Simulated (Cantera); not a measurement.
Input: 1 mol Cu, 0.001 mol O2, 5.4 mol N2, held at 1398 K and 75.0 Torr.

Equilibrium computed with Cantera from the NASA thermochemical tables; the gas is ideal and each condensed phase is pure. Candidate condensed phases: Cu, CuO, Cu2O; 12 gas species. Mutual solubility and eutectic melting of coexisting phases are not modelled. Equilibrium is a limit: real reactors are often held back by kinetics, nucleation or transport.

Base state: N2 1.000, O2 0.000107, NO 1.82e-5, Cu 1.30e-5 (mole fractions); condensed: Cu(l) + Cu2O(s).

Question: What changes in the equilibrium state with this change: 0.0057 mol NH3 added?

Answer: 
```tsv
species	before	after
N2	1.000	0.998
H2	0	0.00121
H2O	0	0.000370
Cu	1.30e-5	1.30e-5
O2	0.000107	<1e-9
NO	1.82e-5	<1e-9
Cu(l), mol	0.998	1.000
Cu2O(s), mol	0.000744	0
```
Further candidate phases: Cu(OH)2, H2O.

Question: What changes in the equilibrium state with this change: temperature from 1398 K to 1073 K?

Answer: 
```csv
species,before,after
N2,1.000,1.00
NO,1.82e-5,2.07e-8
O2,0.000107,1.63e-8
Cu,1.30e-5,2.38e-9
"Cu(l), mol",0.998,0
"Cu2O(s), mol",0.000744,0.00200
"Cu(s), mol",0,0.996
```
